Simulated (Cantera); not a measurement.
An isothermal, constant-pressure homogeneous reactor starts with 8.33 % CH4, 91.7 % H2, at 1950 K and 0.133 bar.

Detailed kinetics in Cantera: GRI-Mech 3.0 (53 species, 325 reactions). GRI-Mech 3.0 stops at C3 and has no aromatics, soot or wall deposition, so with more carbon than oxygen in the feed, carbon stays in small species such as C2H2 where larger ones or solid carbon would form.

x: mole fraction; the columns are a selection and need not sum to one.

| t (s) | x CH4 | x H2 | x H | x C2H | x C2H2 |
|---|---|---|---|---|---|
| 2.00e-6 | 0.0833 | 0.917 | [?] | <1e-12 | <1e-12 |
| 7.43e-6 | 0.0833 | 0.917 | [?] | <1e-12 | 5.69e-12 |
| 2.76e-5 | 0.0831 | 0.917 | [?] | <1e-12 | 2.08e-9 |
| 0.000102 | 0.0825 | 0.916 | [?] | 4.91e-12 | 6.85e-7 |
| 0.000381 | 0.0796 | 0.916 | [?] | 4.89e-9 | 0.000200 |
| 0.00141 | 0.0646 | 0.923 | [?] | 2.60e-7 | 0.00637 |
| 0.00525 | 0.0353 | 0.939 | [?] | 9.13e-7 | 0.0209 |
| 0.0195 | 0.0119 | 0.952 | 0.00287 | 1.54e-6 | 0.0325 |
| 0.0725 | 0.00314 | 0.957 | 0.00304 | 1.84e-6 | 0.0368 |
| 0.269 | 0.000899 | 0.958 | 0.00309 | 1.92e-6 | 0.0379 |
| 1.00 | 0.000513 | 0.958 | 0.00310 | 1.93e-6 | 0.0381 |

Question: Fill in the missing entries.

Answer: 
- 2.00e-6, x H: 9.70e-6
- 7.43e-6, x H: 3.22e-5
- 2.76e-5, x H: 0.000115
- 0.000102, x H: 0.000419
- 0.000381, x H: 0.00143
- 0.00141, x H: 0.00240
- 0.00525, x H: 0.00261
